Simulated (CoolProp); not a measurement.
Vapour-liquid equilibrium of R1234ze(E) (1) + R227EA (2) at 0.294 bar; x and y are mole fractions of (1).

Model: multi-fluid Helmholtz-energy mixture model, Thol 2016 and Lemmon 2016; pair parameters Bell 2023, in CoolProp.

Problem. Give the bubble temperature and the first vapour's composition at x = 0.05, 0.35, 0.85. Is there an azeotrope?

Solution. x = 0.05: 231.3 K, y = 0.060; x = 0.35: 230.3 K, y = 0.389; x = 0.85: 229.2 K, y = 0.859. No azeotrope shows between x = 0.05 and 0.95.

The pair parameters rest on a limited set of measurements; away from them the model extrapolates.
